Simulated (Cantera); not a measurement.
Input (Python, Cantera):

```python
import numpy as np
import cantera as ct

gas = ct.Solution("gri30.yaml")


def delay(T, t_max=10):
    gas.TPX = T, 500000, {'CH4': 1, 'H2': 0.26, 'O2': 2.34, 'N2': 8.8}
    reactor = ct.IdealGasConstPressureReactor(gas, clone=False)
    net = ct.ReactorNet([reactor])
    net.rtol, net.atol = 1e-8, 1e-16
    while net.time < t_max:
        t_old, T_old = net.time, reactor.T
        net.step()
        if reactor.T > T + 400:  # ignition: a rise of 400 K
            return t_old + (T + 400 - T_old) / (reactor.T - T_old) * (net.time - t_old)
    return np.nan


taus = []
for T in [1225, 1275, 1325, 1375, 1425, 1475]:
    taus.append(delay(T))
    print(f"T0 = {T:6g} K   tau = {taus[-1]:.4e} s")
```

It prints:

```
T0 =   1225 K   tau = 1.0283e-03 s
T0 =   1275 K   tau = 6.8146e-04 s
T0 =   1325 K   tau = 4.5526e-04 s
T0 =   1375 K   tau = 3.0596e-04 s
T0 =   1425 K   tau = 2.0716e-04 s
T0 =   1475 K   tau = 1.4169e-04 s
```

Cantera simulation using GRI-Mech 3.0 (53 species, 325 reactions); the numbers are that mechanism's predictions, not measurements.
